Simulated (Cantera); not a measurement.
A perfectly stirred reactor is fed with CO : O₂ : H₂O : N₂ = 0.019 : 0.0089 : 0.012 : 1 (molar parts), equivalence ratio 1.1, at 7500 Torr; it is held at 1123 K, and followed from long to short residence time.

Computed with Cantera and GRI-Mech 3.0 (53 species, 325 reactions).

Question: What does this change do: temperature 1123 to 1375 K?

Answer: 
```tsv
quantity	before	after
x(CO) at τ = 13.0 s	0.00123	0.000903
x(O₂) at τ = 13.0 s	0.000113	6.49e-6
x(H₂O) at τ = 13.0 s	0.0115	0.0114
x(H₂O₂) at τ = 13.0 s	3.64e-9	2.09e-10
x(H) at τ = 13.0 s	1.17e-7	2.12e-6
x(CO) at τ = 0.330 s	0.00621	0.00102
x(O₂) at τ = 0.330 s	0.00256	5.52e-5
x(H₂O) at τ = 0.330 s	0.0115	0.0114
x(H₂O₂) at τ = 0.330 s	2.79e-7	5.17e-9
x(H) at τ = 0.330 s	1.43e-7	1.06e-5
```

Question: What does this change do: pressure from 7500 Torr to 750 Torr?

Answer: 
| quantity | before | after |
|---|---|---|
| x(CO) at τ = 13.0 s | 0.00123 | 0.000799 |
| x(O₂) at τ = 13.0 s | 0.000113 | 2.00e-5 |
| x(H₂O) at τ = 13.0 s | 0.0115 | 0.0112 |
| x(H₂O₂) at τ = 13.0 s | 3.64e-9 | 4.72e-9 |
| x(H) at τ = 13.0 s | 1.17e-7 | 2.79e-5 |
| x(CO) at τ = 0.330 s | 0.00621 | 0.00148 |
| x(O₂) at τ = 0.330 s | 0.00256 | 0.000327 |
| x(H₂O) at τ = 0.330 s | 0.0115 | 0.0113 |
| x(H₂O₂) at τ = 0.330 s | 2.79e-7 | 4.23e-8 |
| x(H) at τ = 0.330 s | 1.43e-7 | 0.000102 |
